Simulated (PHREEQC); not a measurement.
Dissolve 0.27 mol CdCl2, 0.059 mol Na2SO4 and 0.63 mol HCl per kg of water at 41 °C. Closed to the air; pH follows from the charge balance.

Model: ion-association model, phreeqc.dat, run in PHREEQC.

Each row changes one thing in this solution. No solid was allowed to form.

```tsv
case	pH	ionic strength (mol/kgw)	Cl- (mol/kgw)	CdCl2 (mol/kgw)	CdCl+ (mol/kgw)	CdCl3- (mol/kgw)
as made	0.37	0.810	0.679	0.110	0.0960	0.0580
Na2SO4 left out	0.33	0.742	0.678	0.111	0.0954	0.0583
HCl replaced by LiCl at the same molality	5.42	0.875	0.684	0.109	0.0952	0.0575
diluted 2-fold with water	0.66	0.438	0.381	0.0474	0.0660	0.0143
temperature from 41 to 20 °C	0.36	0.821	0.699	0.115	0.102	0.0461
0.042 mol/kgw H2SO4 added	0.34	0.857	0.680	0.110	0.0964	0.0577
Na2SO4 from 0.059 to 0.0118 mol/kgw	0.34	0.755	0.678	0.111	0.0955	0.0583
```

The ionic strength passes 0.7 mol/kgw, the rough limit of the ion-association models, in as made; Na2SO4 left out; HCl replaced by LiCl at the same molality; temperature from 41 to 20 °C; 0.042 mol/kgw H2SO4 added; Na2SO4 from 0.059 to 0.0118 mol/kgw. Away from 25 °C the constants follow the database's enthalpies or fits; those with neither stay at their 25 °C values.
